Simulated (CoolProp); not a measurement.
Octamethylcyclotetrasiloxane (D4) at several states: density (kg/m³) from the reference equation and from simpler models built on Tc = 586.5 K, pc = 13.47 bar, ω = 0.598; each cubic takes its own stable root.

Values from CoolProp's reference Helmholtz-energy equation of state, Thol 2015.

| T (K) | p (bar) | phase | reference |
|---|---|---|---|
| 411.1 | 0.322 | gas | 2.888 |
| 545.6 | 3.31 | gas | 24.76 |
| 493.1 | 1.33 | gas | 10.35 |
| 572.4 | 73.5 | liquid | 648.8 |
| 321.7 | 1.93 | liquid | 924.0 |

Problem. How far does each simpler model (van der Waals, Redlich-Kwong, Soave-Redlich-Kwong, Peng-Robinson) lie from the reference over these 5 states: mean and median of the absolute difference, and the worst?

Solution. 
- van der Waals: mean 15.9 %, median 3.5 %, worst -43.4 % at 321.7 K and 1.93 bar
- Redlich-Kwong: mean 5.5 %, median 1.6 %, worst -16.3 % at 321.7 K and 1.93 bar
- Soave-Redlich-Kwong: mean 3.7 %, median 0.5 %, worst -11.0 % at 321.7 K and 1.93 bar
- Peng-Robinson: mean 1.1 %, median 0.3 %, worst +4.5 % at 572.4 K and 73.5 bar
